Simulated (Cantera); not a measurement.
A Cantera script and its output.

```python
import numpy as np
import cantera as ct

gas = ct.Solution("SiF4_NH3_mec.yaml", "gas")
gas.TPX = 2375, 2666, {'NH3': 3.6, 'N2': 8.1}
reactor = ct.IdealGasConstPressureReactor(gas, energy="off", clone=False)
net = ct.ReactorNet([reactor])
net.rtol, net.atol = 1e-08, 1e-18
show = ['NH3', 'N', 'H', 'N2H4', 'NH2', 'H2', 'N2H2']
times = np.geomspace(0.0004, 10, 12)

steps = ct.SolutionArray(gas, extra=["t"])
rows = []
print(f"{'t/s':>10s}{'T/K':>9s}{'P/Pa':>11s}" + "".join(f"{s:>11s}" for s in show))
for t in times:
    while net.time < t:
        t_next = net.step()
        steps.append(gas.state, t=t_next)
    rows.append([np.interp(t, steps.t, y) for y in (steps.T, steps.P, *steps(*show).X.T)])
    print(f"{t:10.3e}{rows[-1][0]:9.1f}{rows[-1][1]:11.4g}" + "".join(f"{x:11.3e}" for x in rows[-1][2:]))
rate = np.gradient(steps.T, steps.t)
print("integrator steps:", len(steps.t))
if steps.T.max() > steps.T[0] + 200:
    print(f"time of steepest temperature rise: {steps.t[rate.argmax()]:.4e} s")
gas.TPX = 2375, 2666, {'NH3': 3.6, 'N2': 8.1}
gas.equilibrate("TP")
print(f"equilibrium (TP): T = {gas.T:.1f} K  " + "  ".join(f"{s} {gas[s].X[0]:.3e}" for s in show))
```

It prints:

```
       t/s      T/K       P/Pa        NH3          N          H       N2H4        NH2         H2       N2H2
 4.000e-04   2375.0       2666  3.052e-01  1.380e-07  1.260e-05  3.915e-09  2.010e-03  1.221e-03  1.923e-06
 1.004e-03   2375.0       2666  3.005e-01  7.118e-07  3.872e-05  1.414e-08  3.817e-03  4.971e-03  8.509e-06
 2.522e-03   2375.0       2666  2.873e-01  2.656e-06  1.084e-04  1.522e-08  3.960e-03  2.002e-02  1.149e-05
 6.331e-03   2375.0       2666  2.561e-01  6.322e-06  2.361e-04  9.674e-09  3.157e-03  5.633e-02  9.569e-06
 1.590e-02   2375.0       2666  1.940e-01  1.056e-05  4.888e-04  5.111e-09  2.295e-03  1.282e-01  6.576e-06
 3.991e-02   2375.0       2666  1.020e-01  1.304e-05  9.836e-04  1.794e-09  1.360e-03  2.340e-01  2.997e-06
 1.002e-01   2375.0       2666  2.449e-02  1.301e-05  2.001e-03  2.285e-10  4.853e-04  3.231e-01  5.773e-07
 2.516e-01   2375.0       2666  5.945e-04  1.039e-05  6.670e-03  1.299e-12  3.663e-05  3.477e-01  9.185e-09
 6.318e-01   2375.0       2666  1.545e-06  1.534e-06  2.468e-02  1.282e-16  3.651e-07  3.362e-01  2.803e-12
 1.586e+00   2375.0       2666  7.085e-08  4.842e-07  4.502e-02  9.771e-19  3.184e-08  3.225e-01  1.423e-13
 3.983e+00   2375.0       2666  4.586e-08  4.180e-07  4.913e-02  4.996e-19  2.269e-08  3.197e-01  1.183e-13
 1.000e+01   2375.0       2666  4.583e-08  4.185e-07  4.916e-02  4.994e-19  2.269e-08  3.197e-01  1.182e-13
integrator steps: 2096
equilibrium (TP): T = 2375.0 K  NH3 4.583e-08  N 4.185e-07  H 4.916e-02  N2H4 4.994e-19  NH2 2.269e-08  H2 3.197e-01  N2H2 1.182e-13
```

Model: the gas-phase N/H chemistry of the illustrative SiF4/NH3 mechanism in the Surface Chemkin manual (1991), integrated in Cantera. Walls and surfaces, which speed up NH3 decomposition in real reactors, are not modelled.
